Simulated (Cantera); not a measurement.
Charge: 1 mol SiH₂Cl₂, 0.3 mol N₂, 16 mol H₂, equilibrated at 1.80 mbar.

Cantera equilibrium calculation (NASA polynomials, part measured and part estimated; ideal gas, pure solids and liquids). Candidate condensed phases: NH₄Cl, Si, Si₃N₄; 28 gas species. The tables' values for SiCl, SiN, SiCl₃ are old estimates; treat these amounts as uncertain. Gases not in the tables: Si₂H₆ and higher silanes. Kinetics and transport are ignored.

x: gas mole fraction; n: condensed amount in mol.

| T (°C) | x H₂ | x HCl | x H | x Si | x SiCl₂ | x N₂ | n Si(l) |
|---|---|---|---|---|---|---|---|
| 1475 | 0.888 | 0.0707 | 0.00507 | 0.000809 | 0.0187 | 0.0163 | 0.633 |
| 1500 | 0.886 | 0.0712 | 0.00631 | 0.00118 | 0.0184 | 0.0163 | 0.631 |
| 1525 | 0.883 | 0.0716 | (withheld) | (withheld) | 0.0180 | 0.0163 | 0.625 |
| 1550 | 0.881 | 0.0719 | 0.00958 | 0.00246 | 0.0176 | 0.0163 | 0.615 |
| 1575 | 0.877 | 0.0722 | 0.0117 | 0.00349 | 0.0172 | 0.0162 | 0.598 |
| 1600 | 0.873 | 0.0724 | 0.0142 | 0.00490 | 0.0168 | 0.0162 | 0.573 |
| 1625 | 0.868 | 0.0724 | 0.0172 | 0.00682 | 0.0164 | 0.0161 | 0.538 |
| 1650 | 0.862 | 0.0723 | 0.0206 | 0.00942 | 0.0160 | 0.0160 | 0.488 |
| 1675 | 0.855 | 0.0721 | 0.0246 | 0.0129 | 0.0155 | 0.0159 | 0.419 |
| 1700 | 0.846 | 0.0717 | 0.0293 | 0.0175 | 0.0150 | 0.0158 | 0.325 |
| 1725 | 0.835 | 0.0710 | (withheld) | (withheld) | 0.0145 | 0.0156 | (withheld) |
| 1750 | 0.822 | 0.0700 | 0.0406 | 0.0316 | 0.0139 | 0.0154 | 0.0267 |
| 1775 | 0.811 | 0.0724 | 0.0475 | 0.0345 | 0.0121 | 0.0153 | 0 |
| 1800 | 0.800 | 0.0749 | 0.0554 | 0.0363 | 0.0102 | 0.0152 | 0 |

**Question.** Complete the blanks.

**Answer.** 
- 1725, x H: 0.0346
- 1725, x Si: 0.0236
- 1725, n Si(l): 0.197
- 1525, x H: 0.00780
- 1525, x Si: 0.00171
